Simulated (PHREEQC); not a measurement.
Synthetic water in mg/kgw, 70 °C, pH 6.83, pe 10: Na 0.482; K 0.0173; Ca 0.966; Mg 1.54; Cl 2.27; S(6) as SO4 0.19; Alkalinity as HCO3 7.95; Si as SiO2 0.0316; F 0.00497; Ba 0.393.

Valence states are taken as typed.

All values are PHREEQC results (ion-association model, wateq4f.dat), not measurements.

```json
{
 "ionic_strength": "0.000292 mol/kgw",
 "charge_balance_error": "0.9 %"
}
```

```csv
species,molality,activity,log γ
HCO3-,0.000129,0.000126,-0.009
Cl-,6.40e-5,6.27e-5,-0.009
Mg+2,6.31e-5,5.79e-5,-0.037
CO2,3.80e-5,3.80e-5,0.000
Ca+2,2.40e-5,2.21e-5,-0.037
Na+,2.10e-5,2.05e-5,-0.009
Ba+2,2.85e-6,2.61e-6,-0.037
SO4-2,1.90e-6,1.74e-6,-0.037
O2,1.57e-6,1.57e-6,0.000
OH-,1.06e-6,1.04e-6,-0.009
```

No solid was allowed to form. Complexes and solids missing from the database can't appear. Away from 25 °C the constants follow the database's enthalpies or fits; those with neither stay at their 25 °C values. SiF6-2 is the database's only silicon fluoride.
